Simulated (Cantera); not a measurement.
# Equilibrium for chlorosilane synthesis and conversion: SiCl4 + Cl2 + H2

A closed system holds: 1 mol SiCl4, 2.1 mol Cl2, 6.5 mol H2, equilibrated at 1473.15 K and 0.190 bar.

These are equilibrium values from Cantera (NASA tables, ideal gas, pure condensed phases), not measurements of a reactor. Candidate condensed phases: Si; 19 gas species. The tables' values for SiCl3 are old estimates; treat these amounts as uncertain. Rates play no part.

| Quantity | Value |
|---|---|
| x(HCl) | 0.485 |
| x(H2) | 0.413 |
| x(SiCl4) | 0.0601 |
| x(SiCl2) | 0.0184 |
| x(SiCl3) | 0.0180 |
| x(SiHCl3) | 0.00481 |
| x(SiH2Cl2) | 6.04e-5 |
| x(H) | 1.87e-5 |
| x(Cl) | 1.78e-5 |
| gas amount | 9.871 mol |
| log10 activity of Si(s) (absent) | -1.99 |
